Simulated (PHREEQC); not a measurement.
Make-up at 10 °C: 0.3 mol/kgw HF, 0.0027 mol/kgw NaF and 0.037 mol/kgw HCl. Closed to the air; pH follows from the charge balance.

Model: ion-association model, phreeqc.dat, run in PHREEQC.

Each row changes one thing in this solution. No solid was allowed to form.

```csv
case,pH,ionic strength (mol/kgw),HF (mol/kgw),F- (mol/kgw),HF2- (mol/kgw),NaF (mol/kgw),SI of Halite (NaCl)
as made,1.38,0.0512,0.282,0.00732,0.00683,7.54e-6,-5.73
HF from 0.3 to 0.06 mol/kgw,?,0.0394,0.0599,0.00198,0.000394,2.13e-6,-5.71
diluted 10-fold with water,2.17,0.00764,0.0260,?,?,4.70e-7,-7.64
diluted 100-fold with water,2.84,0.00153,0.00186,0.00116,7.12e-6,1.65e-8,?
```

Complete the blanks.


- HF from 0.3 to 0.06 mol/kgw, pH: 1.50
- diluted 10-fold with water, F- (mol/kgw): 0.00363
- diluted 10-fold with water, HF2- (mol/kgw): 0.000313
- diluted 100-fold with water, SI of Halite (NaCl): -9.60

Away from 25 °C the constants follow the database's enthalpies or fits; those with neither stay at their 25 °C values.
